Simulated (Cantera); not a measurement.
Input (Python, Cantera) and output of one run.

```python
import numpy as np
import cantera as ct

gas_names = """
    H H2 N NH NH2 NH3 N2 N2H2 N2H4 V VN
""".split()
cond_names = """
    V(cr) V(L) VN(s)
""".split()


def load(file, names, dense=False):
    # The tables refer to 1 bar. Condensed volumes are neglected.
    table = {s.name: s for s in ct.Species.list_from_file(file)}
    out = []
    for n in names:
        d = dict(table[n].input_data)
        d["thermo"] = dict(d["thermo"], **{"reference-pressure": 1e5})
        if dense:
            d["equation-of-state"] = {"model": "constant-volume", "density": "1e6 g/cm^3"}
        out.append(ct.Species.from_dict(d))
    return out


gas = ct.Solution(thermo="ideal-gas", species=load("nasa_gas.yaml", gas_names))
cond = {s.name: ct.Solution(thermo="fixed-stoichiometry", species=[s], name=s.name)
        for s in load("nasa_condensed.yaml", cond_names, dense=True)}
atoms = {
    'V': {'V': 1},
    'NH3': {'N': 1, 'H': 3},
    'H2': {'H': 2},
}
top_T = {'VN(s)': 2300}  # K; cautious upper limits of use, not melting points


def equilibrate(T, P, feed):
    n = {}
    for name, mol in feed.items():
        for a, k in atoms[name].items():
            n[a] = n.get(a, 0.0) + k * mol
    gas.TPX = T, P, n
    mass = sum(n.values()) * gas.mean_molecular_weight
    gas.equilibrate("TP")
    valid = [c for c in cond.values() if c.min_temp <= T <= top_T.get(c.name, c.max_temp)]
    mix = ct.Mixture([(gas, mass / gas.mean_molecular_weight)] + [(c, 0.0) for c in valid])
    mix.T, mix.P = T, P
    mix.equilibrate("TP", solver="vcs", rtol=1e-11, max_steps=5000)
    return mix


results = []
feed = {'V': 1, 'NH3': 16, 'H2': 80}  # mol
T = 2750  # K
P = 10000  # Pa
mix = equilibrate(T, P, feed)
results.append((T, P, feed, dict(zip(mix.species_names, mix.species_moles))))
print(gas.report(threshold=1e-06))
for i in range(1, mix.n_phases):
    print(f"{mix.phase(i).name:16s} {mix.phase_moles(i):12.5e} mol")
```

It prints:

```
       temperature   2750 K
          pressure   10000 Pa
           density   0.0017013 kg/m^3
  mean mol. weight   3.89 kg/kmol
   phase of matter   gas

                          1 kg             1 kmol
                     ---------------   ---------------
          enthalpy          3.06e+07        1.1904e+08  J
   internal energy        2.4723e+07        9.6172e+07  J
           entropy             57137        2.2226e+05  J/K
    Gibbs function       -1.2653e+08       -4.9219e+08  J
 heat capacity c_p            8598.5             33448  J/K
 heat capacity c_v            6461.1             25134  J/K

                      mass frac. Y      mole frac. X     chem. pot. / RT
                     ---------------   ---------------   ---------------
                 H          0.048269           0.18628           -11.572
                H2           0.38428            0.7415           -23.143
                 N          6.93e-06        1.9246e-06           -16.554
                N2           0.46234          0.064201           -33.109
                 V           0.10508         0.0080243           -10.474
                VN        1.6866e-05        1.0102e-06           -27.029
     [   +5 minor]        2.7181e-06        6.7674e-07

V(L)              0.00000e+00 mol
```

These are equilibrium values from Cantera (NASA tables, ideal gas, pure condensed phases), not measurements of a reactor.
